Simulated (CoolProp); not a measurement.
Vapour-liquid equilibrium of ethane (1) + propylene (2) at 0.138 MPa; x and y are mole fractions of (1).

Model: multi-fluid Helmholtz-energy mixture model, Bücker 2006 and Lemmon 2013; pair parameters Bell 2016, in CoolProp.

```tsv
x	bubble temperature, mixture model (K)	bubble temperature, Raoult's law (K)	y, mixture model	y, Raoult's law
0.05	(withheld)	227.6	0.234	0.234
0.2	(withheld)	216.3	(withheld)	0.621
0.35	(withheld)	208.5	0.788	0.796
0.5	(withheld)	202.7	0.878	0.887
0.65	(withheld)	198.1	(withheld)	0.939
0.8	194.5	194.5	0.968	0.972
0.95	191.4	191.4	(withheld)	0.994
```

Problem. Some entries are withheld; supply them.

Solution. 
- 0.05, bubble temperature, mixture model (K): 227.4
- 0.2, bubble temperature, mixture model (K): 215.7
- 0.2, y, mixture model: 0.619
- 0.35, bubble temperature, mixture model (K): 208.0
- 0.5, bubble temperature, mixture model (K): 202.4
- 0.65, bubble temperature, mixture model (K): 198.0
- 0.65, y, mixture model: 0.932
- 0.95, y, mixture model: 0.993

The largest gap from Raoult's law is -0.6 K in bubble temperature, at x = 0.2. No azeotrope shows between x = 0.05 and 0.95.

The pair parameters rest on a limited set of measurements; away from them the model extrapolates.
